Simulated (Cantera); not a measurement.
## Silicon carbide growth: CH₃SiH₃ + CH₄ + H₂

Feed: 1 mol CH₃SiH₃, 0.029 mol CH₄, 850 mol H₂, held at 2252 °C and 1.00 Torr.

Method: chemical equilibrium by Gibbs-energy minimisation in Cantera with the NASA 1993 tables (ideal gas, pure condensed phases). Candidate condensed phases: C, C₆H₆, C₇H₈, C₈H₁₈, Si, SiC; 87 gas species. The feed counts by its element totals alone. Equilibrium is a limit: real reactors are often held back by kinetics, nucleation or transport.

The x(H) is 0.527 and the x(H₂) is 0.471. The x(Si) comes out as 0.000842. The x(C₂H₂ (acetylene)) is 0.000358, the x(C) is 4.41e-5 and the x(C₂H) is 3.03e-5. The x(SiC₂) comes out as 1.48e-5. The x(C₃) is 8.73e-6. The x(SiH) comes out as 5.37e-6 and the gas amount is 1160 mol. The log10 activity of C(graphite) (absent) is -0.60 and the log10 activity of Si(l) (absent) is -3.71.
